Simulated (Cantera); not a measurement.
Charge: 1 mol HCl, 0.53 mol H₂O, 0.65 mol N₂, at 1350 K and 2800000 Pa.

These are equilibrium values from Cantera (NASA tables, ideal gas, pure condensed phases), not measurements of a reactor. Candidate condensed phases: H₂O, NH₄Cl; 29 gas species. Kinetics and transport are ignored.

Base state: HCl 0.459, N₂ 0.298, H₂O 0.243, H₂ 5.42e-5, Cl₂ 4.21e-5, Cl 2.34e-5 (mole fractions); condensed: gas only.

### Question
What changes in the equilibrium state with this change: temperature from 1350 K to 2348.15 K?

### Answer
```json
[
 {"species": "HCl", "before": "0.459", "after": "0.446"},
 {"species": "N₂", "before": "0.298", "after": "0.296"},
 {"species": "H₂O", "before": "0.243", "after": "0.239"},
 {"species": "Cl", "before": "2.34e-5", "after": "0.00914"},
 {"species": "H₂", "before": "5.42e-5", "after": "0.00667"},
 {"species": "H", "before": "3.32e-9", "after": "0.000191"},
 {"species": "O", "before": "<1e-9", "after": "2.28e-5"},
 {"species": "O₂", "before": "2.99e-8", "after": "0.000339"}
]
```
